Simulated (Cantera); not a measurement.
Cantera run:

```python
import numpy as np
import cantera as ct

gas_names = """
    C CN CO CO2 C2 CCN CNC C2N2 C2O C3 C3O2 C4 C4N2 C5 N NCO NO NO2 NO3 N2 N2O O O2 O3 Si SiC SiC2 SiN
    SiO SiO2 Si2 Si2C Si2N Si3
""".split()
cond_names = """
    C(gr) Si(cr) Si(L) SiC(b) SiO2(Lqz) SiO2(hqz) SiO2(L) Si2N2O(s) Si3N4(a)
""".split()


def load(file, names, dense=False):
    # The tables refer to 1 bar. Condensed volumes are neglected.
    table = {s.name: s for s in ct.Species.list_from_file(file)}
    out = []
    for n in names:
        d = dict(table[n].input_data)
        d["thermo"] = dict(d["thermo"], **{"reference-pressure": 1e5})
        if dense:
            d["equation-of-state"] = {"model": "constant-volume", "density": "1e6 g/cm^3"}
        out.append(ct.Species.from_dict(d))
    return out


gas = ct.Solution(thermo="ideal-gas", species=load("nasa_gas.yaml", gas_names))
cond = {s.name: ct.Solution(thermo="fixed-stoichiometry", species=[s], name=s.name)
        for s in load("nasa_condensed.yaml", cond_names, dense=True)}
atoms = {
    'SiC': {'Si': 1, 'C': 1},
    'CO2': {'C': 1, 'O': 2},
    'N2': {'N': 2},
    'O2': {'O': 2},
}
top_T = {'C(gr)': 4500, 'SiC(b)': 3050, 'Si2N2O(s)': 2100, 'Si3N4(a)': 2400}  # K; cautious upper limits of use, not melting points


def equilibrate(T, P, feed):
    n = {}
    for name, mol in feed.items():
        for a, k in atoms[name].items():
            n[a] = n.get(a, 0.0) + k * mol
    gas.TPX = T, P, n
    mass = sum(n.values()) * gas.mean_molecular_weight
    gas.equilibrate("TP")
    valid = [c for c in cond.values() if c.min_temp <= T <= top_T.get(c.name, c.max_temp)]
    mix = ct.Mixture([(gas, mass / gas.mean_molecular_weight)] + [(c, 0.0) for c in valid])
    mix.T, mix.P = T, P
    mix.equilibrate("TP", solver="vcs", rtol=1e-11, max_steps=5000)
    return mix


results = []
feed = {'SiC': 1, 'CO2': 0.014, 'N2': 26, 'O2': 0.024}  # mol
P = 310000  # Pa
for T in [1073, 1173, 1273, 1373, 1473, 1573, 1673, 1773, 1873, 1973, 2073]:
    mix = equilibrate(T, P, feed)
    results.append((T, P, feed, dict(zip(mix.species_names, mix.species_moles))))
    x = sorted(zip(gas.X, gas.species_names), reverse=True)
    print(f"T = {T:g} K  P = {P:g} Pa  gas = {mix.phase_moles(0):.4g} mol")
    print("   x: " + "  ".join(f"{s} {v:.3e}" for v, s in x if v > 0.001))
    print("   condensed (mol): " + ("  ".join(f"{mix.phase(i).name} {mix.phase_moles(i):.4g}"
          for i in range(1, mix.n_phases) if mix.phase_moles(i) > 1e-12) or "none"))
```

Output:

```
T = 1073 K  P = 310000 Pa  gas = 25.36 mol
   x: N2 1.000e+00
   condensed (mol): C(gr) 1.014  Si2N2O(s) 0.076  Si3N4(a) 0.2827
T = 1173 K  P = 310000 Pa  gas = 25.36 mol
   x: N2 1.000e+00
   condensed (mol): C(gr) 1.014  Si2N2O(s) 0.076  Si3N4(a) 0.2827
T = 1273 K  P = 310000 Pa  gas = 25.36 mol
   x: N2 1.000e+00
   condensed (mol): C(gr) 1.014  Si2N2O(s) 0.07599  Si3N4(a) 0.2827
T = 1373 K  P = 310000 Pa  gas = 25.36 mol
   x: N2 1.000e+00
   condensed (mol): C(gr) 1.014  Si2N2O(s) 0.07591  Si3N4(a) 0.2827
T = 1473 K  P = 310000 Pa  gas = 25.36 mol
   x: N2 1.000e+00
   condensed (mol): C(gr) 1.013  Si2N2O(s) 0.07534  Si3N4(a) 0.2831
T = 1573 K  P = 310000 Pa  gas = 25.36 mol
   x: N2 9.999e-01
   condensed (mol): C(gr) 1.01  Si2N2O(s) 0.07242  Si3N4(a) 0.285
T = 1673 K  P = 310000 Pa  gas = 25.37 mol
   x: N2 9.994e-01
   condensed (mol): C(gr) 0.9982  Si2N2O(s) 0.06015  Si3N4(a) 0.2932
T = 1773 K  P = 310000 Pa  gas = 25.4 mol
   x: N2 9.977e-01  CO 2.327e-03
   condensed (mol): C(gr) 0.9549  Si2N2O(s) 0.01668  Si3N4(a) 0.3221
T = 1873 K  P = 310000 Pa  gas = 26.04 mol
   x: N2 9.971e-01  CO 2.886e-03
   condensed (mol): SiC(b) 0.9388  Si3N4(a) 0.0201
T = 1973 K  P = 310000 Pa  gas = 26.04 mol
   x: N2 9.971e-01  CO 2.795e-03
   condensed (mol): SiC(b) 0.9412  Si3N4(a) 0.01852
T = 2073 K  P = 310000 Pa  gas = 26.05 mol
   x: N2 9.971e-01  CO 2.541e-03
   condensed (mol): SiC(b) 0.9478  Si3N4(a) 0.01401
```

Equilibrium computed with Cantera from the NASA thermochemical tables; the gas is ideal and each condensed phase is pure. N2 is the only nitrogen source here; it is nearly inert below about 1500 K, so the nitride shown seldom forms there in practice. Mutual solubility and eutectic melting of coexisting phases are not modelled.
